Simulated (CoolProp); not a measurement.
Acetone along the isotherm 276.85 °C: Z from the reference equation and from simpler models built on Tc = 235.0 °C, pc = 46.92 bar, ω = 0.307; each cubic takes its own stable root.

Computed with CoolProp (reference Helmholtz-energy equation of state, Lemmon 2006). It is a short technical equation, of lower accuracy than the large ones.

```tsv
p (bar)	phase	reference
0.223	gas	0.9986
0.327	gas	0.9979
0.48	gas	0.9969
0.704	gas	0.9955
1.03	gas	0.9934
1.52	gas	0.9903
2.23	gas	0.9857
3.27	gas	0.9790
4.8	gas	0.9691
7.04	gas	0.9544
10.3	gas	0.9329
15.2	gas	0.8998
22.3	gas	0.8502
32.7	gas	0.7735
48	supercritical	0.6482
70.4	supercritical	0.4224
```

How far does each simpler model (Soave-Redlich-Kwong, Peng-Robinson) lie from the reference over these 16 states: mean and median of the absolute difference, and the worst?


- Soave-Redlich-Kwong: mean 2.1 %, median 0.4 %, worst +18.2 % at 276.85 °C and 70.4 bar
- Peng-Robinson: mean 0.9 %, median 0.1 %, worst +11.2 % at 276.85 °C and 70.4 bar
